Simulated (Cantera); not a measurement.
Input: 1 mol CaCO₃, 0.85 mol H₂O, 0.35 mol H₂, at 1098.15 K and 120 Torr.

Method: chemical equilibrium by Gibbs-energy minimisation in Cantera with the NASA 1993 tables (ideal gas, pure condensed phases). Candidate condensed phases: C, C₆H₆, C₇H₈, C₈H₁₈, Ca, CaCO₃, CaO, Ca(OH)₂, H₂O; 115 gas species. The numbers say what is thermodynamically allowed, not how fast it happens.

Problem. What is the equilibrium state?

Solution. x(H₂O): 0.459
x(CO₂): 0.382
x(H₂): 0.0865
x(CO): 0.0726
n(CaO(s)): 1.00 mol
gas amount: 2.200 mol
log10 activity of C(graphite) (absent): -3.70
log10 activity of Ca(s) (absent): -16.55
